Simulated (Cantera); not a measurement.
A perfectly stirred reactor is fed with H2 : O2 : N2 : NO = 1 : 0.725 : 2.72 : 0.0083 (molar parts), at 0.987 atm; it is adiabatic with a 500 K inlet, and is followed from long to short residence time, starting on the burning branch (τ in s: 0.062, 0.029, 0.014, 0.0067, 0.0032, 0.0015, 0.00072, 0.00034, 0.00016, 7.8e-05, 3.7e-05, 1.8e-05, 8.4e-06).

Model: GRI-Mech 3.0 (53 species, 325 reactions), integrated in Cantera. The mechanism lacks 2 NO + O2 → 2 NO2 and HONO, so NO2 and the effect of NO are under-described below about 1400 K.

### Question
Predict: blow-out, bracketed by the residence times tried; x(H2) at τ = 62.0 ms; x(O2) at τ = 62.0 ms; x(NO) at τ = 62.0 ms; x(H2O) at τ = 62.0 ms; x(H2O2) at τ = 62.0 ms; x(H2) at τ = 0.720 ms; x(O2) at τ = 0.720 ms; x(NO) at τ = 0.720 ms; x(H2O) at τ = 0.720 ms; x(H2O2) at τ = 0.720 ms.

### Answer
- blow-out, bracketed by the residence times tried: burning at 18.0 µs, out at 8.40 µs
- x(H2) at τ = 62.0 ms: 0.00116
- x(O2) at τ = 62.0 ms: 0.0556
- x(NO) at τ = 62.0 ms: 0.00258
- x(H2O) at τ = 62.0 ms: 0.249
- x(H2O2) at τ = 62.0 ms: 1.77e-7
- x(H2) at τ = 0.720 ms: 0.00980
- x(O2) at τ = 0.720 ms: 0.0566
- x(NO) at τ = 0.720 ms: 0.00210
- x(H2O) at τ = 0.720 ms: 0.231
- x(H2O2) at τ = 0.720 ms: 4.64e-7
